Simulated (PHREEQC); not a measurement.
A solution holds 0.0082 mol CuSO4, 5.3e-05 mol H2SO4 and 0.00012 mol FeCl3 per kg of water, at 25 °C. Closed to the air; pH follows from the charge balance.

Model: ion-association model, phreeqc.dat, run in PHREEQC.

| quantity | before | after |
|---|---|---|
| pH | 3.78 | 3.14 |
| ionic strength (mol/kgw) | 0.0241 | 0.0248 |
| SO4-2 (mol/kgw) | 0.00590 | 0.00607 |
| HSO4- (mol/kgw) | 6.18e-5 | 0.000277 |
| FeOH+2 (mol/kgw) | 4.02e-5 | 2.74e-5 |
| SI of Fe(OH)3(a) (Fe(OH)3) | +0.21 | -1.24 |
| SI of Goethite (FeOOH) | +6.10 | +4.65 |

Q: What was changed between the two runs?
A. CuSO4 from 0.0082 to 0.041 mol/kgw
B. CuSO4 replaced by MgSO4 at the same molality
C. FeCl3 from 0.00012 to 1.2e-05 mol/kgw
D. temperature from 25 to 20 °C
E. H2SO4 from 5.3e-05 to 0.00053 mol/kgw

A: E, H2SO4 from 5.3e-05 to 0.00053 mol/kgw

No solid was allowed to form. Some of these states are supersaturated (in Fe(OH)3(a), Hematite (slow to form), Goethite (slow to form), for instance).
